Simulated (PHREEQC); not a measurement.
Polishing slurry liquid: speciation

Dissolve 0.016 mol K2CO3, 0.00052 mol K2SO4 and 0.00035 mol H3BO3 per kg of water at 55 °C. Closed to the air; pH follows from the charge balance.

The numbers come from PHREEQC with the ion-association model, phreeqc.dat.

Precipitation was switched off in this run.

Question: What pH, specific conductance does the model give?

Answer: pH 10.50; specific conductance 7350 µS/cm.

Question: In which forms is C present?

Answer: CO3-2 80 %, HCO3- 20 % of the C.

Constants without temperature data keep their 25 °C values here.
